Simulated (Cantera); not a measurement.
Mixture: 3.56 % CH4, 0.641 % C2H6, 1.39 % C3H8, 12.5 % O2, 81.9 % N2, at 0.553 atm, adiabatic and at constant pressure. Ignition delay is the time to a rise of 400 K.

Detailed kinetics in Cantera: GRI-Mech 3.0 (53 species, 325 reactions). GRI-Mech 3.0 was tuned for natural gas; its chemistry of propane as a main component is partial and can be far from experiment.

**Question.** Predict: delay at 1298 K; delay at 1373 K; delay at 1448 K; delay at 1523 K; delay at 1598 K; delay at 1673 K; delay at 1748 K; apparent activation energy between 1598 and 1748 K.

**Answer.** 
```
Property                                                 Value
--------------------------------------------------  ----------
delay at 1298 K                                        1.99 ms
delay at 1373 K                                       0.781 ms
delay at 1448 K                                       0.359 ms
delay at 1523 K                                       0.190 ms
delay at 1598 K                                       0.113 ms
delay at 1673 K                                        73.1 µs
delay at 1748 K                                        50.9 µs
apparent activation energy between 1598 and 1748 K  120 kJ/mol
```
